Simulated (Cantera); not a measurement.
A Cantera script and its output.

```python
import numpy as np
import cantera as ct

surf = ct.Interface("diamond.yaml", "diamond_100")
gas, bulk = surf.adjacent["gas"], surf.adjacent["diamond"]
k = surf.kinetics_species_index(bulk.species_names[0])
cover = ["c6HH", "c6H*", "c6*H", "c6**", "c6HM", "c6B"]

rows, drift = [], 0.0
print(f"{'P':>10s}{'um/h':>11s}" + "".join(f"{s:>11s}" for s in cover))
for v in [490, 850, 1500, 2500, 4300, 7300, 13000, 21000]:
    T, P, xH, xCH3 = 900, v, 0.00022, 0.00034
    gas.TPX = T, P, {"H": xH, "CH3": xCH3, "CH4": 0.0082, "H2": 1 - xH - xCH3 - 0.0082}
    surf.TP = bulk.TP = T, P
    surf.coverages = "c6H*:0.1, c6HH:0.9"
    surf.advance_coverages(100.0)
    before = surf.coverages
    surf.advance_coverages(100.0)
    drift = max(drift, np.max(np.abs(surf.coverages - before) / (surf.coverages + 1e-9)))
    rate = surf.net_production_rates[k] * bulk.mean_molecular_weight / bulk.density * 3.6e9
    rows.append([rate, *surf[cover].coverages])
    print(f"{v:10.4g}{rate:11.4e}" + "".join(f"{x:11.3e}" for x in rows[-1][1:]))
```

Output:

```
         P       um/h       c6HH       c6H*       c6*H       c6**       c6HM        c6B
       490 1.5301e-01  3.680e-01  5.369e-03  1.504e-01  1.484e-03  3.816e-01  4.152e-10
       850 2.8841e-01  3.390e-01  4.930e-03  1.381e-01  1.363e-03  4.154e-01  7.826e-10
      1500 5.3643e-01  3.194e-01  4.632e-03  1.297e-01  1.280e-03  4.383e-01  1.456e-09
      2500 9.2006e-01  3.082e-01  4.463e-03  1.250e-01  1.234e-03  4.513e-01  2.497e-09
      4300 1.6120e+00  3.008e-01  4.352e-03  1.219e-01  1.203e-03  4.599e-01  4.374e-09
      7300 2.7661e+00  2.965e-01  4.287e-03  1.200e-01  1.185e-03  4.649e-01  7.506e-09
   1.3e+04 4.9595e+00  2.937e-01  4.246e-03  1.189e-01  1.173e-03  4.681e-01  1.346e-08
   2.1e+04 8.0384e+00  2.924e-01  4.227e-03  1.183e-01  1.167e-03  4.697e-01  2.181e-08
```

Computed with Cantera and the Harris–Goodwin 1993 mechanism for the reconstructed diamond (100) surface.
